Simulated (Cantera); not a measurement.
A perfectly stirred reactor is fed with 9.09 % NO, 90.9 % N₂, at 1.01 bar; it is held at 1973 K, and followed from long to short residence time.

Detailed kinetics in Cantera: GRI-Mech 3.0 (53 species, 325 reactions).

x: mole fraction; the columns are a selection and need not sum to one.

```json
[
 {"τ (s)": "2.2", "x NO": "0.0551", "x NO₂": "2.98e-5", "x N₂O": "1.54e-6", "x N₂": "0.927", "x O": "7.45e-5", "x O₂": "0.0179"},
 {"τ (s)": "1.3", "x NO": "___", "x NO₂": "3.02e-5", "x N₂O": "___", "x N₂": "0.922", "x O": "___", "x O₂": "___"},
 {"τ (s)": "0.75", "x NO": "0.0751", "x NO₂": "2.82e-5", "x N₂O": "2.73e-6", "x N₂": "0.917", "x O": "5.22e-5", "x O₂": "0.00787"},
 {"τ (s)": "0.44", "x NO": "0.0812", "x NO₂": "2.50e-5", "x N₂O": "3.18e-6", "x N₂": "0.914", "x O": "4.30e-5", "x O₂": "0.00478"},
 {"τ (s)": "0.25", "x NO": "0.0854", "x NO₂": "2.16e-5", "x N₂O": "3.50e-6", "x N₂": "0.912", "x O": "3.54e-5", "x O₂": "0.00272"},
 {"τ (s)": "0.15", "x NO": "0.0876", "x NO₂": "1.90e-5", "x N₂O": "3.67e-6", "x N₂": "0.911", "x O": "3.06e-5", "x O₂": "0.00161"},
 {"τ (s)": "0.085", "x NO": "0.0891", "x NO₂": "1.69e-5", "x N₂O": "3.79e-6", "x N₂": "0.910", "x O": "2.69e-5", "x O₂": "0.000896"},
 {"τ (s)": "0.049", "x NO": "0.0898", "x NO₂": "1.55e-5", "x N₂O": "3.84e-6", "x N₂": "0.910", "x O": "2.45e-5", "x O₂": "0.000502"},
 {"τ (s)": "0.029", "x NO": "0.0903", "x NO₂": "1.45e-5", "x N₂O": "3.85e-6", "x N₂": "0.909", "x O": "2.29e-5", "x O₂": "___"},
 {"τ (s)": "0.017", "x NO": "0.0905", "x NO₂": "1.36e-5", "x N₂O": "3.82e-6", "x N₂": "0.909", "x O": "2.15e-5", "x O₂": "0.000159"},
 {"τ (s)": "0.0096", "x NO": "0.0907", "x NO₂": "1.26e-5", "x N₂O": "3.76e-6", "x N₂": "0.909", "x O": "1.98e-5", "x O₂": "8.10e-5"}
]
```

Q: Complete the blanks.

A: 
- 1.3, x NO: 0.0659
- 1.3, x N₂O: 2.14e-6
- 1.3, x O: 6.34e-5
- 1.3, x O₂: 0.0124
- 0.029, x O₂: 0.000287
